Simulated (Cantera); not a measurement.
A Cantera script and its output.

```python
import numpy as np
import cantera as ct

gas = ct.Solution("gri30.yaml")
gas.TPX = 1350, 810000, {'H2': 1, 'O2': 0.735, 'N2': 2.76}
reactor = ct.IdealGasConstPressureReactor(gas, energy="on", clone=False)
net = ct.ReactorNet([reactor])
net.rtol, net.atol = 1e-08, 1e-16
show = ['H2', 'O2', 'NO', 'HO2', 'O', 'NO2']
times = np.geomspace(6e-06, 0.1, 11)

steps = ct.SolutionArray(gas, extra=["t"])
rows = []
print(f"{'t/s':>10s}{'T/K':>9s}{'P/Pa':>11s}" + "".join(f"{s:>11s}" for s in show))
for t in times:
    while net.time < t:
        t_next = net.step()
        steps.append(gas.state, t=t_next)
    rows.append([np.interp(t, steps.t, y) for y in (steps.T, steps.P, *steps(*show).X.T)])
    print(f"{t:10.3e}{rows[-1][0]:9.1f}{rows[-1][1]:11.4g}" + "".join(f"{x:11.3e}" for x in rows[-1][2:]))
rate = np.gradient(steps.T, steps.t)
print("integrator steps:", len(steps.t))
if steps.T.max() > steps.T[0] + 200:
    print(f"time of steepest temperature rise: {steps.t[rate.argmax()]:.4e} s")
gas.TPX = 1350, 810000, {'H2': 1, 'O2': 0.735, 'N2': 2.76}
gas.equilibrate("HP")
print(f"equilibrium (HP): T = {gas.T:.1f} K  " + "  ".join(f"{s} {gas[s].X[0]:.3e}" for s in show))
```

It prints:

```
       t/s      T/K       P/Pa         H2         O2         NO        HO2          O        NO2
 6.000e-06   2592.9    8.1e+05  1.445e-02  5.559e-02  1.035e-04  3.197e-05  8.875e-03  1.199e-07
 1.586e-05   2751.3    8.1e+05  6.355e-03  5.496e-02  3.600e-04  2.433e-05  3.756e-03  3.669e-07
 4.193e-05   2751.6    8.1e+05  6.287e-03  5.468e-02  9.661e-04  2.420e-05  3.699e-03  9.809e-07
 1.108e-04   2749.5    8.1e+05  6.277e-03  5.398e-02  2.484e-03  2.386e-05  3.643e-03  2.512e-06
 2.930e-04   2744.6    8.1e+05  6.254e-03  5.242e-02  5.886e-03  2.311e-05  3.519e-03  5.891e-06
 7.746e-04   2737.0    8.1e+05  6.220e-03  4.996e-02  1.124e-02  2.194e-05  3.329e-03  1.106e-05
 2.048e-03   2732.2    8.1e+05  6.201e-03  4.843e-02  1.457e-02  2.123e-05  3.213e-03  1.417e-05
 5.413e-03   2731.7    8.1e+05  6.200e-03  4.830e-02  1.487e-02  2.116e-05  3.203e-03  1.445e-05
 1.431e-02   2731.7    8.1e+05  6.200e-03  4.830e-02  1.487e-02  2.116e-05  3.203e-03  1.445e-05
 3.783e-02   2731.7    8.1e+05  6.200e-03  4.830e-02  1.487e-02  2.116e-05  3.203e-03  1.445e-05
 1.000e-01   2731.7    8.1e+05  6.200e-03  4.830e-02  1.487e-02  2.116e-05  3.203e-03  1.445e-05
integrator steps: 1212
time of steepest temperature rise: 3.6863e-06 s
equilibrium (HP): T = 2731.7 K  H2 6.200e-03  O2 4.830e-02  NO 1.487e-02  HO2 2.116e-05  O 3.203e-03  NO2 1.445e-05
```

Detailed kinetics in Cantera: GRI-Mech 3.0 (53 species, 325 reactions). The hydrogen kinetics of GRI-Mech 3.0 are dated; newer H2 mechanisms differ, most at raised pressure.
